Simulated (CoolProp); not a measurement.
R114 along the isobar 0.536 MPa: density (kg/m³) from the reference equation and from simpler models built on Tc = 420.6 K, pc = 3.352 MPa, ω = 0.252; each cubic takes its own stable root.

Model: reference Helmholtz-energy equation of state, Platzer 1990, in CoolProp. This equation is an older, rougher fit; its heat capacities, sound speeds and derivatives of the liquid may be far off and weren't checked against measurements.

| T (K) | phase | reference | van der Waals | Redlich-Kwong | Soave-Redlich-Kwong | Peng-Robinson |
|---|---|---|---|---|---|---|
| 327.4 | liquid | 1359 | 37.13 | 38.33 | 1290 | 1464 |
| 339.8 | gas | 36.89 | 35.45 | 36.38 | 36.76 | 37.07 |
| 352.1 | gas | 35.00 | 33.93 | 34.67 | 34.94 | 35.22 |
| 364.4 | gas | 33.35 | 32.56 | 33.14 | 33.33 | 33.59 |
| 376.7 | gas | 31.90 | 31.30 | 31.76 | 31.89 | 32.13 |
| 389.1 | gas | 30.58 | 30.14 | 30.50 | 30.59 | 30.80 |
| 401.4 | gas | 29.40 | 29.07 | 29.36 | 29.41 | 29.61 |
| 413.7 | gas | 28.33 | 28.08 | 28.32 | 28.33 | 28.52 |
| 426 | gas | 27.34 | 27.17 | 27.35 | 27.34 | 27.51 |
| 438.4 | gas | 26.42 | 26.30 | 26.45 | 26.42 | 26.58 |
| 450.7 | gas | 25.58 | 25.50 | 25.62 | 25.57 | 25.73 |
| 463 | gas | 24.79 | 24.76 | 24.84 | 24.79 | 24.93 |
| 475.3 | gas | 24.06 | 24.05 | 24.12 | 24.05 | 24.18 |
| 487.7 | gas | 23.37 | 23.38 | 23.43 | 23.36 | 23.48 |
| 500 | gas | 22.72 | 22.76 | 22.79 | 22.71 | 22.83 |

At some of these states van der Waals, Redlich-Kwong gives the other phase, because its saturation line lies elsewhere.
